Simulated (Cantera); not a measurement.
# Hydrocarbon pyrolysis for carbon deposition

An isothermal, constant-pressure homogeneous reactor starts with CH₄ : H₂ = 1 : 21 (molar parts), at 1848 K and 1.00 bar.

Detailed kinetics in Cantera: GRI-Mech 3.0 (53 species, 325 reactions). GRI-Mech 3.0 stops at C3 and has no aromatics, soot or wall deposition, so with more carbon than oxygen in the feed, carbon stays in small species such as C2H2 where larger ones or solid carbon would form.

| t (s) | x CH₄ | x H₂ | x C₂H₆ | x C₂H₄ | x C₂H₂ |
|---|---|---|---|---|---|
| 9.00e-5 | 0.0450 | 0.954 | 8.18e-6 | 2.62e-5 | 4.89e-6 |
| 0.000232 | 0.0445 | 0.954 | 1.20e-5 | 0.000106 | 0.000101 |
| 0.000598 | 0.0435 | 0.955 | 1.16e-5 | 0.000141 | 0.000561 |
| 0.00154 | 0.0411 | 0.956 | 1.04e-5 | 0.000146 | 0.00173 |
| 0.00397 | 0.0359 | 0.959 | 7.98e-6 | 0.000158 | 0.00422 |
| 0.0102 | 0.0271 | 0.963 | 4.64e-6 | 0.000188 | 0.00845 |
| 0.0264 | 0.0168 | 0.969 | 1.86e-6 | 0.000237 | 0.0134 |
| 0.0680 | 0.00909 | 0.973 | 6.35e-7 | 0.000283 | 0.0171 |
| 0.175 | 0.00584 | 0.975 | 3.36e-7 | 0.000305 | 0.0186 |
| 0.452 | 0.00539 | 0.975 | 3.05e-7 | 0.000308 | 0.0188 |
| 1.16 | 0.00539 | 0.975 | 3.05e-7 | 0.000308 | 0.0188 |
| 3.00 | 0.00539 | 0.975 | 3.05e-7 | 0.000308 | 0.0188 |
x: mole fraction; the columns are a selection and need not sum to one.

Equilibrium at this temperature and pressure: CH₄ 0.00539, H₂ 0.975, C₂H₆ 3.05e-7, C₂H₄ 0.000308, C₂H₂ 0.0188 (gas phase only).
